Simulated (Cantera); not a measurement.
Charge: 1 mol TEOS, 2.4 mol N2O, 0.3 mol H2, held at 973 K and 12.0 Pa.

Cantera equilibrium calculation (NASA polynomials, part measured and part estimated; ideal gas, pure solids and liquids). Candidate condensed phases: C, C6H6, C7H8, C8H18, H2O, Si, SiC, SiO2, Si2N2O, Si3N4; 151 gas species. The feed counts by its element totals alone. Equilibrium is a limit: real reactors are often held back by kinetics, nucleation or transport.

Base state: H2 0.602, CO 0.257, N2 0.140, H2O 1.16e-5 (mole fractions); condensed: C(graphite) + SiO2(β-quartz).

Problem. What changes in the equilibrium state with this change: temperature from 973 K to 1898.15 K?

Solution. 
```tsv
species	before	after
H2	0.602	0.497
CO	0.257	0.323
N2	0.140	0.121
H	7.66e-8	0.0504
Si	<1e-9	0.00378
SiO	<1e-9	0.00234
C2H2 (acetylene)	<1e-9	0.000187
HNC	1.17e-9	0.000111
SiC2	<1e-9	9.47e-5
C(graphite), mol	3.60	0.711
SiO2(β-quartz), mol	1.00	0
SiC(s), mol	0	0.874
```

Problem. What changes in the equilibrium state with this change: pressure from 12.0 Pa to 1.00 bar?

Solution. 
```tsv
species	before	after
H2	0.602	0.544
CO	0.257	0.172
N2	0.140	0.158
H2O	1.16e-5	0.0582
CH4	5.59e-6	0.0380
CO2	7.97e-6	0.0297
NH3	1.47e-8	0.000112
C(graphite), mol	3.60	4.36
SiO2(β-quartz), mol	1.00	1.00
```
